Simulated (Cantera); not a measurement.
## Equilibrium for silicon nitride deposition: SiF₄ + N₂

Feed: 1 mol SiF₄, 3.9 mol N₂, at 11.0 Pa.

These are equilibrium values from Cantera (NASA tables, ideal gas, pure condensed phases), not measurements of a reactor. Candidate condensed phases: Si, Si₃N₄; 16 gas species. The tables' values for SiF₃, SiF₂ are old estimates; treat these amounts as uncertain. Kinetics and transport are ignored.

```csv
T (K),x N₂,x SiF₄,x F,x SiF₃
823,0.796,0.204,<1e-12,3.64e-11
923,0.796,0.204,3.91e-12,3.91e-12
1023,0.796,0.204,1.91e-10,1.91e-10
1123,0.796,0.204,4.65e-9,4.65e-9
1223,0.796,0.204,6.72e-8,6.72e-8
1323,0.796,0.204,6.48e-7,6.48e-7
1423,0.796,0.204,4.54e-6,4.54e-6
1523,0.796,0.204,2.46e-5,2.46e-5
1623,0.796,0.204,0.000108,0.000108
1723,0.796,0.204,0.000401,0.000400
1823,0.795,0.203,0.00128,0.00128
1923,0.793,0.200,0.00363,0.00359
2023,0.789,0.193,0.00919,0.00895
```
x: gas mole fraction; nothing condenses.

From 823 K to 2023 K nothing is condensed. The main Si-bearing gas is SiF₄ throughout.
